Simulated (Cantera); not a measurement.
SiCl4 + O3 + H2 (silicon oxide and oxynitride deposition)

Input: 1 mol SiCl4, 2.2 mol O3, 7 mol H2, equilibrated at 7.50 Torr.

Method: chemical equilibrium by Gibbs-energy minimisation in Cantera with the NASA 1993 tables (ideal gas, pure condensed phases). Candidate condensed phases: H2O, Si, SiO2; 30 gas species. The tables hold silica as quartz up to 1696 K and as liquid above; real silica turns to tridymite and cristobalite and melts near 1996 K. Rates play no part.

```tsv
T (K)	x H2O	x HCl	x H2	x Cl	n SiO2(β-quartz)	n SiO2(condensed)
1523	0.511	0.444	0.0446	0.000390	1.00	0
1548	0.511	0.444	0.0447	0.000516	1.000	0
1573	0.511	0.444	0.0447	0.000678	1.000	0
1598	0.511	0.443	0.0448	0.000882	1.000	0
1623	0.511	0.443	0.0449	0.00114	1.000	0
1648	0.511	0.443	0.0451	0.00146	1.000	0
1673	0.510	0.442	0.0453	0.00185	1.000	0
1698	0.510	0.441	0.0455	0.00233	0	1.000
```
x: gas mole fraction; n: condensed amount in mol.

From 1523 K to 1673 K the condensed part is SiO2(β-quartz). At 1698 K the condensed part is SiO2(condensed). The main Si-bearing gas is SiO throughout.
